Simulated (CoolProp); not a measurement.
Vapour-liquid equilibrium of R143a (1) + n-butane (2) at 0.105 MPa; x and y are mole fractions of (1).

The numbers come from the multi-fluid Helmholtz-energy mixture model, Lemmon and Jacobsen 2000 and Bücker 2006; pair parameters Bell 2016 in CoolProp.

```tsv
x	bubble temperature, mixture model (K)	bubble temperature, Raoult's law (K)	y, mixture model	y, Raoult's law
0.05	253.1	267.6	0.577	0.247
0.125	239.9	260.3	0.785	0.485
0.2	234.6	254.6	0.843	0.633
0.275	232.3	249.9	0.866	0.731
0.35	231.1	245.9	0.877	0.800
0.425	230.5	242.6	0.883	0.850
0.5	230.1	239.7	0.887	0.887
0.575	229.8	237.1	0.892	0.916
0.65	229.4	234.8	0.898	0.939
0.725	228.9	232.7	0.907	0.957
0.8	228.3	230.9	0.920	0.972
0.875	227.7	229.2	0.940	0.984
0.95	227.1	227.6	0.971	0.994
```

The largest gap from Raoult's law is -20.4 K in bubble temperature, at x = 0.125. No azeotrope shows between x = 0.05 and 0.95.

Pair parameters are fitted to limited data, so mixtures are less certain than the pure fluids. With so large a gap from Raoult's law the liquid may split in two, which this calculation doesn't test in full.
